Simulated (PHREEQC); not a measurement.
# Acid rinse or clean (model solution)

Make-up at 25 °C: 0.023 mol/kgw HNO3, 4.4e-05 mol/kgw FeCl3 and 0.11 mol/kgw KCl. Closed to the air; pH follows from the charge balance.

Model: ion-association model, phreeqc.dat, run in PHREEQC.

Each row changes one thing in this solution. This is a speciation only: nothing precipitates in the calculation.

```csv
case,pH,SI of Sylvite (KCl)
as made,1.73,-3.07
HNO3 left out,___,___
FeCl3 replaced by CdCl2 at the same molality,1.73,-3.07
KCl from 0.11 to 0.22 mol/kgw,1.74,-2.53
FeCl3 replaced by Fe2(SO4)3 at the same molality,1.73,-3.07
FeCl3 replaced by BaCl2 at the same molality,1.73,-3.07
0.07 mol/kgw Mn(NO3)2 added,1.75,-3.19
```

Complete the blanks.


- HNO3 left out, pH: 4.21
- HNO3 left out, SI of Sylvite (KCl): -3.06

Species that the database lacks are ignored. Some of these states are supersaturated (in Hematite (slow to form), Goethite (slow to form), Fe(OH)3(a), for instance).
